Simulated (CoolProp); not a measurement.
Acetone along the isotherm 550 K: fugacity coefficient from the reference equation and from simpler models built on Tc = 508.1 K, pc = 4.692 MPa, ω = 0.307; each cubic takes its own stable root.

The numbers come from the reference Helmholtz-energy equation of state, Lemmon 2006 in CoolProp. It is a short technical equation, of lower accuracy than the large ones.

```csv
p (MPa),phase,reference
0.0371,gas,0.9976
0.0626,gas,0.9960
0.106,gas,0.9933
0.178,gas,0.9887
0.301,gas,0.9809
0.508,gas,0.9680
0.857,gas,0.9464
1.45,gas,0.9104
2.44,gas,0.8522
4.12,gas,0.7585
6.95,supercritical,0.6116
11.7,supercritical,0.4351
```

How far does each simpler model (van der Waals, Redlich-Kwong, Soave-Redlich-Kwong, Peng-Robinson) lie from the reference over these 12 states: mean and median of the absolute difference, and the worst?


- van der Waals: mean 1.9 %, median 0.8 %, worst +9.0 % at 550 K and 11.7 MPa
- Redlich-Kwong: mean 1.1 %, median 0.4 %, worst +6.0 % at 550 K and 11.7 MPa
- Soave-Redlich-Kwong: mean 2.3 %, median 0.6 %, worst +12.5 % at 550 K and 11.7 MPa
- Peng-Robinson: mean 0.7 %, median 0.1 %, worst +5.8 % at 550 K and 11.7 MPa
